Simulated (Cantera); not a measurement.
**Cr2O3 + H2 + N2 (hydrogen reduction and annealing atmospheres)**

Input: 1 mol Cr2O3, 59 mol H2, 2.2 mol N2, equilibrated at 1375 K and 133 Pa.

These are equilibrium values from Cantera (NASA tables, ideal gas, pure condensed phases), not measurements of a reactor. Candidate condensed phases: Cr, CrN, Cr2N, Cr2O3, H2O; 29 gas species. Mutual solubility and eutectic melting of coexisting phases are not modelled. Kinetics and transport are ignored.

```json
{
 "x(H2)": "0.963",
 "x(N2)": "0.0359",
 "x(H2O)": "0.000484",
 "x(H)": "9.21e-5",
 "x(Cr)": "2.53e-5",
 "n(Cr(s))": "0.0182 mol",
 "n(Cr2O3(s))": "0.990 mol",
 "gas_amount": "61.20 mol",
 "log10 activity of Cr2N(s) (absent)": "-1.14"
}
```
